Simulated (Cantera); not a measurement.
## B + H₂O + N₂ + H₂ (boron, boron nitride and boron oxide)

A closed system holds: 1 mol B, a varied amount of H₂O, 0.29 mol N₂, 6.4 mol H₂, equilibrated at 158 Torr.

Cantera equilibrium calculation (NASA polynomials, part measured and part estimated; ideal gas, pure solids and liquids). Candidate condensed phases: B, BN, B₂O₃, B₃O₃H₃, H₂O; 39 gas species. N₂ is the only nitrogen source here; it is nearly inert below about 1500 K, so the nitride shown seldom forms there in practice. Mutual solubility and eutectic melting of coexisting phases are not modelled. Gases not in the tables: H₃BO₃. Equilibrium is a limit: real reactors are often held back by kinetics, nucleation or transport.

Stable condensed phases:

```
T in K \ n(H₂O) in mol
         0.15 0.21 0.29 0.41 0.58 0.81  1.1  1.6
   2298     A    A    A    A    A    A    B    B
   2198     A    A    A    A    C    C    B    B
   2098     A    A    A    A    C    C    B    B
   1998     A    A    A    A    C    C    C    B
   1898     A    A    A    A    C    C    C    B
   1798     A    A    A    A    C    C    D    E
   1698     A    A    A    A    D    D    D    E
   1598     A    A    F    F    D    D    D    E
   1498     F    F    F    F    D    D    D    E
   1398     F    F    F    F    F    D    D    E
```

A: B + BN; B: gas only; C: BN; D: BN + B₂O₃; E: B₂O₃; F: B + BN + B₂O₃.
